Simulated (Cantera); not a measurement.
A perfectly stirred reactor is fed with H2 : O2 : N2 = 1 : 0.694 : 5.56 (molar parts), equivalence ratio 0.72, at 1.60 bar; it is adiabatic with a 575 K inlet, and is followed from long to short residence time, starting on the burning branch (τ in s: 0.033, 0.02, 0.012, 0.0069, 0.0041, 0.0024, 0.0014, 0.00085, 0.00051, 0.0003, 0.00018, 0.00011, 6.2e-05).

Cantera simulation using GRI-Mech 3.0 (53 species, 325 reactions); the numbers are that mechanism's predictions, not measurements.

Question: What does this change do: O2 0.694 to 0.97 parts?

Answer: 
```json
[
 {"quantity": "blow-out, bracketed by the residence times tried", "before": "burning at 62.0 µs, the shortest tried", "after": "burning at 62.0 µs, the shortest tried"},
 {"quantity": "x(H2) at τ = 33.0 ms", "before": "0.000424", "after": "0.000221"},
 {"quantity": "x(O2) at τ = 33.0 ms", "before": "0.0286", "after": "0.0667"},
 {"quantity": "x(H2O2) at τ = 33.0 ms", "before": "2.46e-7", "after": "2.81e-7"},
 {"quantity": "x(O) at τ = 33.0 ms", "before": "0.000129", "after": "0.000122"},
 {"quantity": "x(NO) at τ = 33.0 ms", "before": "6.00e-6", "after": "4.32e-6"},
 {"quantity": "x(H2) at τ = 1.40 ms", "before": "0.00310", "after": "0.00174"},
 {"quantity": "x(O2) at τ = 1.40 ms", "before": "0.0294", "after": "0.0666"},
 {"quantity": "x(H2O2) at τ = 1.40 ms", "before": "9.36e-7", "after": "1.07e-6"},
 {"quantity": "x(O) at τ = 1.40 ms", "before": "0.000975", "after": "0.000978"},
 {"quantity": "x(NO) at τ = 1.40 ms", "before": "7.09e-6", "after": "3.70e-6"}
]
```
